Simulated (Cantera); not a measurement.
Input: 1 mol SiO2, 5.1 mol CH4, 8.1 mol H2, held at 1575 K and 4.50 mbar.

Equilibrium computed with Cantera from the NASA thermochemical tables; the gas is ideal and each condensed phase is pure. Candidate condensed phases: C, C6H6, C7H8, C8H18, H2O, Si, SiC, SiO2; 123 gas species. The numbers say what is thermodynamically allowed, not how fast it happens.

Base state: H2 0.901, CO 0.0982, H 0.000588, SiO 0.000260, C2H2 (acetylene) 1.90e-5 (mole fractions); condensed: C(graphite) + SiC(s).

Task: What changes in the equilibrium state with this change: pressure from 4.50 mbar to 2.80 bar?

Result: 
```
species                before    after
-------------------  --------  -------
H2                      0.901    0.970
CO                     0.0982   0.0252
CH4                   6.64e-6  0.00479
SiO                  0.000260  6.65e-5
H2O                   4.09e-7  7.02e-5
H                    0.000588  2.45e-5
C2H2 (acetylene)      1.90e-5  2.05e-5
C(graphite), mol         2.11     4.30
SiC(s), mol             0.995    0.235
SiO2(β-quartz), mol         0    0.763
```
Mutual solubility and eutectic melting of coexisting phases are not modelled. The tables hold silica as quartz up to 1696 K and as liquid above; real silica turns to tridymite and cristobalite and melts near 1996 K.
